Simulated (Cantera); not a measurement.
Input: 1 mol acetone, a varied amount of H₂, held at 998 K and 1 atm.

Cantera equilibrium calculation (NASA polynomials, part measured and part estimated; ideal gas, pure solids and liquids). Candidate condensed phases: C, C₆H₆, C₇H₈, C₈H₁₈, H₂O; 110 gas species. The feed counts by its element totals alone. Rates play no part.

Question: At 56 mol H₂, list the 5 most abundant gas species with their mole fractions, and the condensed phases.

Answer: H₂ 0.940, CH₄ 0.0428, CO 0.00963, H₂O 0.00765, CO₂ 0.000113. Condensed: gas only.
